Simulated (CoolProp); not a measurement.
A simple Rankine cycle with toluene: condensing at 311.15 K, boiler at 0.913 MPa, turbine inlet 489.5 K, turbine efficiency 0.75, pump efficiency 0.6, no recuperator. Each further row changes one setting.

Values from CoolProp's reference Helmholtz-energy equation of state, Lemmon 2006. It is a short technical equation, of lower accuracy than the large ones.

| case | thermal efficiency (%) | net work (kJ/kg) | heat in (kJ/kg) | turbine exit temperature (K) | volume ratio over the turbine |
|---|---|---|---|---|---|
| as stated | 20.2 | … | 646 | 393.6 | … |
| turbine inlet 509.5 K | 20.1 | … | 687 | 415.0 | 122 |
| condensing temperature 303.15 K | 21.2 | … | 660 | 387.3 | 180 |
| boiler pressure 0.639 MPa | … | 125 | 656 | … | 82.9 |
| turbine efficiency 0.65 | … | … | 646 | 405.3 | 128 |

Problem. Complete the blanks.

Solution. 
- as stated, net work (kJ/kg): 131
- as stated, volume ratio over the turbine: 124
- turbine inlet 509.5 K, net work (kJ/kg): 138
- condensing temperature 303.15 K, net work (kJ/kg): 140
- boiler pressure 0.639 MPa, thermal efficiency (%): 19.1
- boiler pressure 0.639 MPa, turbine exit temperature (K): 403.8
- turbine efficiency 0.65, thermal efficiency (%): 17.5
- turbine efficiency 0.65, net work (kJ/kg): 113
